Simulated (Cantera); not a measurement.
Al2O3 + N2 (sublimation and decomposition of ceramics)

A closed system holds: 1 mol Al2O3, 0.041 mol N2, equilibrated at 16.0 Pa.

Equilibrium computed with Cantera from the NASA thermochemical tables; the gas is ideal and each condensed phase is pure. Candidate condensed phases: Al, AlN, Al2O3; 16 gas species. Kinetics and transport are ignored.

| T (°C) | x N2 | x O | x Al | x AlO | x Al2O | x O2 | x NO | x Al2O2 | n Al2O3(s) | n Al2O3(l) |
|---|---|---|---|---|---|---|---|---|---|---|
| 1250 | 1.00 | 1.98e-10 | 1.14e-9 | 1.46e-11 | 1.85e-12 | <1e-12 | 1.52e-9 | <1e-12 | 1.00 | 0 |
| 1400 | 1.00 | 2.20e-8 | 4.96e-8 | 1.81e-9 | 2.18e-10 | 6.96e-11 | 5.36e-8 | <1e-12 | 1.00 | 0 |
| 1550 | 1.000 | 1.04e-6 | 1.30e-6 | 1.04e-7 | 1.35e-8 | 7.65e-9 | 9.65e-7 | 4.09e-11 | 1.00 | 0 |
| 1700 | 1.000 | 2.56e-5 | 2.27e-5 | 3.33e-6 | 5.00e-7 | 3.56e-7 | 1.04e-5 | 3.03e-9 | 1.000 | 0 |
| 1850 | 0.999 | 0.000382 | 0.000280 | 6.60e-5 | 1.19e-5 | 8.79e-6 | 7.67e-5 | 1.25e-7 | 1.000 | 0 |
| 2000 | 0.992 | 0.00391 | 0.00252 | 0.000885 | 0.000190 | 0.000137 | 0.000424 | 3.16e-6 | 1.000 | 0 |
| 2150 | 0.942 | 0.0284 | 0.0167 | 0.00783 | 0.00188 | 0.00134 | 0.00175 | 4.42e-5 | 0 | 0.999 |
| 2300 | 0.677 | 0.158 | 0.0865 | 0.0507 | 0.0131 | 0.00941 | 0.00511 | 0.000402 | 0 | 0.995 |
| 2450 | 0.00938 | 0.506 | 0.285 | 0.142 | 0.0298 | 0.0259 | 0.00126 | 0.000811 | 0 | 0 |
| 2600 | 0.00831 | 0.557 | 0.359 | 0.0604 | 0.00455 | 0.00963 | 0.000894 | 4.30e-5 | 0 | 0 |
| 2750 | 0.00798 | 0.580 | 0.384 | 0.0232 | 0.000600 | 0.00359 | 0.000646 | 2.09e-6 | 0 | 0 |
x: gas mole fraction; n: condensed amount in mol.

From 1250 °C to 2000 °C the condensed part is Al2O3(s). From 2150 °C to 2300 °C the condensed part is Al2O3(l). From 2450 °C to 2750 °C nothing is condensed.
